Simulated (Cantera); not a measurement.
A Cantera script and what it prints.

```python
import numpy as np
import cantera as ct

gas_names = """
    F F2 H HF H2 H2F2 H3F3 H4F4 H5F5 H6F6 H7F7 N NF NF2 NF3 NH NH2 NH3 N2 N2H2 N2H4 Si SiF SiF2 SiF3
    SiF4 SiH SiHF3 SiH2 SiH2F2 SiH3 SiH3F SiH4 SiN Si2 Si2N Si3
""".split()
cond_names = """
    Si(cr) Si(L) Si3N4(a)
""".split()


# ... load() reads the species with a 1 bar reference pressure and builds the phases ...
atoms = {
    'SiF4': {'Si': 1, 'F': 4},
    'NH3': {'N': 1, 'H': 3},
    'N2': {'N': 2},
}
top_T = {'Si3N4(a)': 2400}  # K; cautious upper limits of use, not melting points


# ... equilibrate(T, P, feed) seeds the gas with the atoms and calls Mixture.equilibrate('TP', solver="vcs", rtol=1e-11, max_steps=5000) ...
results = []
P = 42000  # Pa
for T in [973, 1048, 1123, 1198, 1273, 1348, 1423, 1498, 1573, 1648, 1723]:
    for m in [1, 1.4, 1.9, 2.6, 3.6, 4.9, 6.8]:
        feed = {'SiF4': 1, 'NH3': 3.3, 'N2': m}  # mol
        mix = equilibrate(T, P, feed)
        results.append((T, P, feed, dict(zip(mix.species_names, mix.species_moles))))

for T, P, feed, n in results:
    print(f"{T:7g} {feed['N2']:10.4g}  " + (" + ".join(c for c in cond_names if n.get(c, 0) > 1e-12) or "gas only"))
```

Result:

```
    973          1  Si3N4(a)
    973        1.4  Si3N4(a)
    973        1.9  Si3N4(a)
    973        2.6  Si3N4(a)
    973        3.6  Si3N4(a)
    973        4.9  Si3N4(a)
    973        6.8  Si3N4(a)
   1048          1  Si3N4(a)
   1048        1.4  Si3N4(a)
   1048        1.9  Si3N4(a)
   1048        2.6  Si3N4(a)
   1048        3.6  Si3N4(a)
   1048        4.9  Si3N4(a)
   1048        6.8  Si3N4(a)
   1123          1  Si3N4(a)
   1123        1.4  Si3N4(a)
   1123        1.9  Si3N4(a)
   1123        2.6  Si3N4(a)
   1123        3.6  Si3N4(a)
   1123        4.9  Si3N4(a)
   1123        6.8  Si3N4(a)
   1198          1  Si3N4(a)
   1198        1.4  Si3N4(a)
   1198        1.9  Si3N4(a)
   1198        2.6  Si3N4(a)
   1198        3.6  Si3N4(a)
   1198        4.9  Si3N4(a)
   1198        6.8  Si3N4(a)
   1273          1  Si3N4(a)
   1273        1.4  Si3N4(a)
   1273        1.9  Si3N4(a)
   1273        2.6  Si3N4(a)
   1273        3.6  Si3N4(a)
   1273        4.9  Si3N4(a)
   1273        6.8  Si3N4(a)
   1348          1  Si3N4(a)
   1348        1.4  Si3N4(a)
   1348        1.9  Si3N4(a)
   1348        2.6  Si3N4(a)
   1348        3.6  Si3N4(a)
   1348        4.9  Si3N4(a)
   1348        6.8  Si3N4(a)
   1423          1  gas only
   1423        1.4  Si3N4(a)
   1423        1.9  Si3N4(a)
   1423        2.6  Si3N4(a)
   1423        3.6  Si3N4(a)
   1423        4.9  Si3N4(a)
   1423        6.8  Si3N4(a)
   1498          1  gas only
   1498        1.4  gas only
   1498        1.9  gas only
   1498        2.6  gas only
   1498        3.6  gas only
   1498        4.9  gas only
   1498        6.8  Si3N4(a)
   1573          1  gas only
   1573        1.4  gas only
   1573        1.9  gas only
   1573        2.6  gas only
   1573        3.6  gas only
   1573        4.9  gas only
   1573        6.8  gas only
   1648          1  gas only
   1648        1.4  gas only
   1648        1.9  gas only
   1648        2.6  gas only
   1648        3.6  gas only
   1648        4.9  gas only
   1648        6.8  gas only
   1723          1  gas only
   1723        1.4  gas only
   1723        1.9  gas only
   1723        2.6  gas only
   1723        3.6  gas only
   1723        4.9  gas only
   1723        6.8  gas only
```

These are equilibrium values from Cantera (NASA tables, ideal gas, pure condensed phases), not measurements of a reactor. The tables' values for SiF2, SiF3 are old estimates.
